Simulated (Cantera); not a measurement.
Hydrocarbon pyrolysis for carbon deposition

A perfectly stirred reactor is fed with 48.3 % C2H6, 51.7 % N2, at 0.233 Torr; it is held at 1650 K, and followed from long to short residence time.

Detailed kinetics in Cantera: GRI-Mech 3.0 (53 species, 325 reactions). GRI-Mech 3.0 stops at C3 and has no aromatics, soot or wall deposition, so with more carbon than oxygen in the feed, carbon stays in small species such as C2H2 where larger ones or solid carbon would form. Radical loss at walls, strong at low pressure, is not modelled.

```tsv
τ (s)	x C2H6	x H	x CH3	x C2H4	x CH4	x HCN	x C2H
4.7	0.000652	0.00196	0.00629	0.00408	0.0653	4.81e-6	4.57e-6
2.2	0.00136	0.00205	0.00921	0.00771	0.0849	3.17e-6	4.88e-6
1.1	0.00266	0.00214	0.0130	0.0135	0.105	2.18e-6	5.17e-6
0.52	0.00550	0.00222	0.0186	0.0239	0.127	1.47e-6	5.44e-6
0.25	0.0112	0.00228	0.0263	0.0399	0.145	1.02e-6	5.52e-6
0.12	0.0229	0.00229	0.0369	0.0624	0.155	7.10e-7	5.25e-6
0.059	0.0453	0.00221	0.0498	0.0873	0.150	5.00e-7	4.45e-6
0.028	0.0902	0.00201	0.0645	0.106	0.126	3.35e-7	3.04e-6
0.014	0.161	0.00169	0.0737	0.104	0.0889	2.13e-7	1.60e-6
0.0066	0.268	0.00125	0.0708	0.0719	0.0460	1.14e-7	5.20e-7
```
x: mole fraction; the columns are a selection and need not sum to one.
